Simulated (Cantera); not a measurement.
Equilibrium for silicon nitride deposition: SiH2Cl2 + N2 + NH3

Input: 1 mol SiH2Cl2, a varied amount of N2, 6.4 mol NH3, equilibrated at 1600 °C and 530 Pa.

Equilibrium computed with Cantera from the NASA thermochemical tables; the gas is ideal and each condensed phase is pure. Candidate condensed phases: NH4Cl, Si, Si3N4; 28 gas species. The tables' values for SiCl, SiN, SiCl3 are old estimates; treat these amounts as uncertain. Gases not in the tables: Si2H6 and higher silanes. Rates play no part.

```
n(N2) (mol)   x N2    x H2   x HCl  x SiCl2      x H     x Si    x SiCl      x Cl  n Si(l)
-----------  -----  ------  ------  -------  -------  -------  --------  --------  -------
7.3          0.473   0.447  0.0533   0.0178  0.00593  0.00166  0.000551  0.000535    0.550
10           0.530   0.399  0.0475   0.0158  0.00560  0.00166  0.000520  0.000505    0.544
14           0.594   0.343  0.0408   0.0136  0.00519  0.00166  0.000482  0.000468    0.536
19           0.654   0.292  0.0348   0.0116  0.00479  0.00166  0.000445  0.000432    0.526
26           0.713   0.242  0.0288  0.00959  0.00436  0.00166  0.000405  0.000393    0.512
36           0.768   0.194  0.0231  0.00769  0.00391  0.00166  0.000362  0.000352    0.492
50           0.818   0.152  0.0181  0.00601  0.00346  0.00166  0.000320  0.000311    0.464
69           0.858   0.118  0.0139  0.00463  0.00304  0.00166  0.000281  0.000273    0.426
95           0.891  0.0896  0.0106  0.00352  0.00265  0.00166  0.000245  0.000238    0.375
```
x: gas mole fraction; n: condensed amount in mol.

From 7.3 mol N2 to 95 mol N2 the condensed part is Si(l). The main Si-bearing gas is SiCl2 throughout. The share of Si in condensed phases is highest at 7.3 mol N2 (55.0 %) and lowest at 95 mol N2 (37.5 %).
